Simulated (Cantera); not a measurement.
Input (Python, Cantera) and output of one run.

```python
import numpy as np
import cantera as ct

gas_names = [...]  # 123 gases of nasa_gas.yaml made of C, H, O, Si
cond_names = """
    C(gr) C6H6(L) C7H8(L) C8H18(L),n-octa H2O(s) H2O(L) Si(cr) Si(L) SiC(b) SiO2(Lqz) SiO2(hqz) SiO2(L)
""".split()


# ... load() reads the species with a 1 bar reference pressure and builds the phases ...
atoms = {
    'SiC': {'Si': 1, 'C': 1},
    'CO2': {'C': 1, 'O': 2},
    'H2': {'H': 2},
}
top_T = {'C(gr)': 4500, 'SiC(b)': 3050}  # K; cautious upper limits of use, not melting points


# ... equilibrate(T, P, feed) seeds the gas with the atoms and calls Mixture.equilibrate('TP', solver="vcs", rtol=1e-11, max_steps=5000) ...
results = []
feed = {'SiC': 1, 'CO2': 0.62, 'H2': 290}  # mol
P = 0.26  # Pa
for T in [1098, 1198, 1298, 1398, 1498, 1598, 1698, 1798, 1898, 1998, 2098, 2198]:
    mix = equilibrate(T, P, feed)
    results.append((T, P, feed, dict(zip(mix.species_names, mix.species_moles))))

top = {s: max(r[3][s] / sum(r[3][g] for g in gas_names) for r in results) for s in gas_names}
cols = sorted((s for s in top if top[s] > 1e-06), key=lambda s: -top[s])[:8]
seen = [c for c in cond_names if any(r[3].get(c, 0) > 1e-12 for r in results)]
print("log10 of partial pressures in bar; condensed amounts in mol")
print(f"{'T/K':>10s}" + "".join(f"{s[:9]:>10s}" for s in cols + seen))
for T, P, feed, n in results:
    ng = sum(n[g] for g in gas_names)
    print(f"{T:10.4g}" + "".join(f"{np.log10(max(n[s] / ng * P / 1e5, 1e-99)):10.3f}" for s in cols)
          + "".join(f"{n.get(c, 0):10.4g}" for c in seen))
```

Result:

```
log10 of partial pressures in bar; condensed amounts in mol
       T/K        H2         H        CO        Si       SiO C2H2,acet         C      SiC2     C(gr)    SiC(b)
      1098    -5.587   -10.400    -8.081   -15.115    -8.558   -16.719   -27.549   -23.174         0      0.69
      1198    -5.587    -9.514    -8.081   -13.208    -8.558   -15.514   -24.536   -20.305         0      0.69
      1298    -5.587    -8.764    -8.081   -11.596    -8.558   -14.497   -21.987   -17.883         0    0.6899
      1398    -5.588    -8.119    -8.080   -10.220    -8.563   -13.622   -19.802   -15.809         0    0.6866
      1498    -5.592    -7.561    -8.061    -9.070    -8.634   -12.785   -17.867   -13.974         0    0.6415
      1598    -5.602    -7.075    -7.987    -8.369    -9.245   -11.455   -15.872   -12.069         0    0.4424
      1698    -5.627    -6.653    -7.978    -8.080   -10.433    -9.770   -13.848   -10.192    0.3243         0
      1798    -5.683    -6.295    -8.002    -8.104   -11.230    -9.446   -12.620    -9.945    0.2619         0
      1898    -5.797    -6.005    -8.049    -8.154   -11.997    -9.222   -11.523    -9.755    0.1618         0
      1998    -6.005    -5.797    -8.117    -8.228   -12.742    -9.125   -10.535    -9.615   0.03211         0
      2098    -6.326    -5.675    -8.184    -8.295   -13.323    -9.367    -9.740    -9.685         0         0
      2198    -6.730    -5.619    -8.227    -8.329   -13.643   -10.025    -9.181   -10.048         0         0
```

Cantera equilibrium calculation (NASA polynomials, part measured and part estimated; ideal gas, pure solids and liquids).
